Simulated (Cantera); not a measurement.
## Hydrocarbon pyrolysis for carbon deposition

An isothermal, constant-pressure homogeneous reactor starts with 30.3 % C₃H₈, 69.7 % H₂, at 1025 K and 135 Torr.

Model: GRI-Mech 3.0 (53 species, 325 reactions), integrated in Cantera. GRI-Mech 3.0 was tuned for natural gas; its chemistry of propane as a main component is partial and can be far from experiment. GRI-Mech 3.0 stops at C3 and has no aromatics, soot or wall deposition, so with more carbon than oxygen in the feed, carbon stays in small species such as C2H2 where larger ones or solid carbon would form.

```tsv
t (s)	x C₃H₈	x H₂	x C₂H₂	x C₂H₆	x CH₄	x CH₃
0.000200	0.303	0.697	<1e-12	2.28e-7	2.32e-6	1.15e-6
0.000530	0.303	0.697	3.07e-12	8.73e-7	1.92e-5	3.49e-6
0.00140	0.303	0.697	1.55e-10	3.05e-6	0.000141	8.94e-6
0.00372	0.302	0.696	4.92e-9	1.28e-5	0.000808	1.56e-5
0.00984	0.299	0.695	7.01e-8	4.77e-5	0.00305	1.69e-5
0.0261	0.291	0.691	6.12e-7	0.000145	0.00897	1.66e-5
0.0690	0.271	0.680	4.48e-6	0.000422	0.0238	1.59e-5
0.183	0.227	0.656	2.90e-5	0.00128	0.0578	1.41e-5
0.484	0.144	0.611	0.000159	0.00407	0.121	1.04e-5
1.28	0.0490	0.557	0.000643	0.0120	0.195	4.88e-6
3.40	0.00670	0.528	0.00163	0.0238	0.232	1.59e-6
9.00	0.000326	0.520	0.00298	0.0309	0.242	1.00e-6
```
x: mole fraction; the columns are a selection and need not sum to one.

Equilibrium at this temperature and pressure: C₃H₈ 4.67e-6, H₂ 0.144, C₂H₂ 0.00298, C₂H₆ 0.00104, CH₄ 0.829, CH₃ 3.96e-7 (gas phase only).
